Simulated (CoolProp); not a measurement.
Computed with CoolProp (reference Helmholtz-energy equation of state, Zhou 2011).

For dimethyl carbonate, give the phase and the Z, cv (kJ/(kg K)), speed of sound (m/s), fugacity coefficient at 508.8 K and 54.6 bar.


- 508.8 K and 54.6 bar: liquid; Z 0.158, cv 1.72, speed of sound 460, fugacity coefficient 0.376
